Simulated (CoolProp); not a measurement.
Model: reference Helmholtz-energy equation of state, Lemmon 2005, in CoolProp. It is a short technical equation, of lower accuracy than the large ones.

Question: For 1-butene, give the phase and the density (kg/m³), Joule-Thomson coefficient (K/MPa), isothermal compressibility (1/MPa), fugacity coefficient at 75.75 °C and 19900 kPa; 170.95 °C and 19900 kPa.

Answer: 
- 75.75 °C and 19900 kPa: liquid; density 566, Joule-Thomson coefficient -0.261, isothermal compressibility 0.00322, fugacity coefficient 0.0886
- 170.95 °C and 19900 kPa: supercritical; density 457, Joule-Thomson coefficient 0.159, isothermal compressibility 0.00952, fugacity coefficient 0.300
